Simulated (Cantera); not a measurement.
A Cantera script and what it prints.

```python
import numpy as np
import cantera as ct

gas_names = """
    C CH CH2 CH3 CH4 CN C2 C2H C2H2,acetylene C2H2,vinylidene C2H3,vinyl CH3CN C2H4 C2H5 C2H6 CCN CNC
    C2N2 C3 C3H3,propargyl C3H4,allene C3H4,propyne C3H4,cyclo- C3H5,allyl C3H6,propylene C3H6,cyclo-
    C3H7,n-propyl C3H7,i-propyl C3H8 C4 C4H2 C4H4,1,3-cyclo- C4H6,butadiene C4H6,2-butyne C4H6,cyclo-
    C4H8,1-butene C4H8,cis2-buten C4H8,tr2-butene C4H8,isobutene C4H8,cyclo- C4H9,n-butyl C4H9,i-butyl
    C4H9,s-butyl C4H9,t-butyl C4H10,isobutane C4H10,n-butane C4N2 C5 C5H6,1,3cyclo- C5H8,cyclo-
    C5H10,1-pentene C5H10,cyclo- C5H11,pentyl C5H11,t-pentyl C5H12,n-pentane C5H12,i-pentane
    CH3C(CH3)2CH3 C6H2 C6H5,phenyl C6H6 C6H10,cyclo- C6H12,1-hexene C6H12,cyclo- C6H13,n-hexyl
    C7H7,benzyl C7H8 C7H14,1-heptene C7H15,n-heptyl C7H16,n-heptane C8H8,styrene C8H10,ethylbenz
    C8H16,1-octene C8H17,n-octyl C8H18,isooctane C8H18,n-octane C9H19,n-nonyl C10H8,naphthale
    C10H21,n-decyl C12H9,o-bipheny C12H10,bipheny H HCN HCCN HNC H2 N NH NH2 NH3 N2 N2H2 N2H4
""".split()
cond_names = """
    C(gr) C6H6(L) C7H8(L) C8H18(L),n-octa
""".split()


def load(file, names, dense=False):
    # The tables refer to 1 bar. Condensed volumes are neglected.
    table = {s.name: s for s in ct.Species.list_from_file(file)}
    out = []
    for n in names:
        d = dict(table[n].input_data)
        d["thermo"] = dict(d["thermo"], **{"reference-pressure": 1e5})
        if dense:
            d["equation-of-state"] = {"model": "constant-volume", "density": "1e6 g/cm^3"}
        out.append(ct.Species.from_dict(d))
    return out


gas = ct.Solution(thermo="ideal-gas", species=load("nasa_gas.yaml", gas_names))
cond = {s.name: ct.Solution(thermo="fixed-stoichiometry", species=[s], name=s.name)
        for s in load("nasa_condensed.yaml", cond_names, dense=True)}
atoms = {
    'toluene': {'C': 7, 'H': 8},
    'NH3': {'N': 1, 'H': 3},
    'H2': {'H': 2},
}
top_T = {'C(gr)': 4500}  # K; cautious upper limits of use, not melting points


def equilibrate(T, P, feed):
    n = {}
    for name, mol in feed.items():
        for a, k in atoms[name].items():
            n[a] = n.get(a, 0.0) + k * mol
    gas.TPX = T, P, n
    mass = sum(n.values()) * gas.mean_molecular_weight
    gas.equilibrate("TP")
    valid = [c for c in cond.values() if c.min_temp <= T <= top_T.get(c.name, c.max_temp)]
    mix = ct.Mixture([(gas, mass / gas.mean_molecular_weight)] + [(c, 0.0) for c in valid])
    mix.T, mix.P = T, P
    mix.equilibrate("TP", solver="vcs", rtol=1e-11, max_steps=5000)
    return mix


results = []
feed = {'toluene': 1, 'NH3': 0.96, 'H2': 0.49}  # mol
T = 2050  # K
P = 77  # Pa
mix = equilibrate(T, P, feed)
results.append((T, P, feed, dict(zip(mix.species_names, mix.species_moles))))
x = sorted(zip(gas.X, gas.species_names), reverse=True)
print(f"T = {T:g} K  P = {P:g} Pa  gas = {mix.phase_moles(0):.4g} mol")
print("   x: " + "  ".join(f"{s} {v:.3e}" for v, s in x if v > 0.001))
print("   condensed (mol): " + ("  ".join(f"{mix.phase(i).name} {mix.phase_moles(i):.4g}"
      for i in range(1, mix.n_phases) if mix.phase_moles(i) > 1e-12) or "none"))
```

Output:

```
T = 2050 K  P = 77 Pa  gas = 6.661 mol
   x: H2 8.494e-01  H 7.535e-02  N2 6.975e-02  HCN 4.348e-03
   condensed (mol): C(gr) 6.957
```

Equilibrium computed with Cantera from the NASA thermochemical tables; the gas is ideal and each condensed phase is pure.
